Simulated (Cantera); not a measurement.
A perfectly stirred reactor is fed with CH4 : O2 : N2 : H2 = 0.019 : 0.0029 : 1 : 0.001 (molar parts), at 1.00 bar; it is held at 1375 K, and followed from long to short residence time.

Detailed kinetics in Cantera: GRI-Mech 3.0 (53 species, 325 reactions). GRI-Mech 3.0 stops at C3 and has no aromatics, soot or wall deposition, so with more carbon than oxygen in the feed, carbon stays in small species such as C2H2 where larger ones or solid carbon would form.

x: mole fraction; the columns are a selection and need not sum to one.

```csv
τ (s),x CH4,x O2,x NO2,x CO,x H2O
1.6,0.0141,[?],<1e-12,0.00138,0.00248
0.85,0.0152,[?],<1e-12,0.00104,0.00195
0.46,0.0163,[?],<1e-12,0.000636,0.00128
0.25,0.0174,[?],<1e-12,0.000286,0.000635
0.13,0.0181,0.00265,<1e-12,9.79e-5,0.000245
0.073,0.0184,0.00276,<1e-12,3.45e-5,0.000103
0.039,0.0185,0.00281,<1e-12,9.43e-6,4.00e-5
0.021,0.0185,0.00282,<1e-12,2.17e-6,1.59e-5
0.012,0.0186,0.00283,<1e-12,5.11e-7,6.98e-6
0.0062,0.0186,0.00283,<1e-12,8.24e-8,2.63e-6
0.0034,0.0186,0.00283,<1e-12,1.34e-8,1.03e-6
```

Question: Fill in the missing entries.

Answer: 
- 1.6, x O2: 0.000805
- 0.85, x O2: 0.00126
- 0.46, x O2: 0.00183
- 0.25, x O2: 0.00235
